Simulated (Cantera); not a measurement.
**Boron, boron nitride and boron oxide: BCl₃ + NH₃ + H₂**

Feed: 1 mol BCl₃, 13 mol NH₃, a varied amount of H₂, equilibrated at 1102 °C and 1800 Pa.

Cantera equilibrium calculation (NASA polynomials, part measured and part estimated; ideal gas, pure solids and liquids). Candidate condensed phases: B, BN, NH₄Cl; 21 gas species. Kinetics and transport are ignored.

| n(H₂) (mol) | x H₂ | x N₂ | x HCl | x H | x Cl | n BN(s) |
|---|---|---|---|---|---|---|
| 5.5 | 0.723 | 0.185 | 0.0923 | 2.17e-5 | 2.30e-6 | 1.000 |
| 7.8 | 0.741 | 0.172 | 0.0862 | 2.20e-5 | 2.12e-6 | 1.000 |
| 11 | 0.763 | 0.158 | 0.0789 | 2.23e-5 | 1.91e-6 | 1.000 |
| 16 | 0.791 | 0.140 | 0.0698 | 2.27e-5 | 1.66e-6 | 1.000 |
| 22 | 0.816 | 0.122 | 0.0612 | 2.31e-5 | 1.43e-6 | 1.000 |
| 32 | 0.847 | 0.102 | 0.0508 | 2.35e-5 | 1.17e-6 | 1.000 |
| 45 | 0.875 | 0.0833 | 0.0417 | 2.39e-5 | 9.42e-7 | 1.000 |
| 64 | 0.901 | 0.0659 | 0.0330 | 2.42e-5 | 7.35e-7 | 1.000 |
| 91 | 0.924 | 0.0508 | 0.0254 | 2.45e-5 | 5.59e-7 | 1.000 |
| 130 | 0.943 | 0.0382 | 0.0191 | 2.48e-5 | 4.16e-7 | 1.000 |
| 180 | 0.956 | 0.0290 | 0.0145 | 2.50e-5 | 3.13e-7 | 1.000 |
x: gas mole fraction; n: condensed amount in mol.

From 5.5 mol H₂ to 180 mol H₂ the condensed part is BN(s).
